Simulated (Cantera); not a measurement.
# FeS2 + SO3 + CO2 (roasting and sulfation)

Feed: 1 mol FeS2, 0.34 mol SO3, a varied amount of CO2, equilibrated at 1625 K and 0.890 bar.

Cantera equilibrium calculation (NASA polynomials, part measured and part estimated; ideal gas, pure solids and liquids). Candidate condensed phases: C, Fe, Fe(CO)5, FeO, FeS, FeSO4, FeS2, Fe2O3, Fe2(SO4)3, Fe3O4, S; 25 gas species. FeS: taken at fixed stoichiometry. Rates play no part.

| n(CO2) (mol) | x SO2 | x S2 | x CO2 | x CO | x S2O | x SO | n FeS(l) |
|---|---|---|---|---|---|---|---|
| 0.056 | 0.511 | 0.404 | 0.0451 | 0.0115 | 0.0172 | 0.0107 | 1.00 |
| 0.067 | 0.507 | 0.398 | 0.0533 | 0.0136 | 0.0169 | 0.0106 | 1.00 |
| 0.079 | 0.501 | 0.393 | 0.0620 | 0.0158 | 0.0166 | 0.0105 | 1.00 |
| 0.095 | 0.495 | 0.385 | 0.0734 | 0.0187 | 0.0163 | 0.0104 | 1.00 |
| 0.11 | 0.489 | 0.379 | 0.0836 | 0.0214 | 0.0160 | 0.0103 | 1.00 |
| 0.14 | 0.477 | 0.366 | 0.103 | 0.0265 | 0.0154 | 0.0100 | 1.00 |
| 0.16 | 0.470 | 0.358 | 0.116 | 0.0297 | 0.0150 | 0.00991 | 1.00 |
| 0.19 | 0.460 | 0.347 | 0.133 | 0.0344 | 0.0145 | 0.00972 | 1.00 |
| 0.23 | 0.447 | 0.332 | 0.156 | 0.0403 | 0.0139 | 0.00949 | 1.00 |
| 0.28 | 0.432 | 0.316 | 0.181 | 0.0471 | 0.0131 | 0.00921 | 1.00 |
| 0.33 | 0.418 | 0.300 | 0.205 | 0.0533 | 0.0124 | 0.00895 | 1.00 |
| 0.39 | 0.403 | 0.284 | 0.230 | 0.0602 | 0.0117 | 0.00866 | 1.00 |
x: gas mole fraction; n: condensed amount in mol.

From 0.056 mol CO2 to 0.39 mol CO2 the condensed part is FeS(l). The main Fe-bearing gas is Fe throughout.
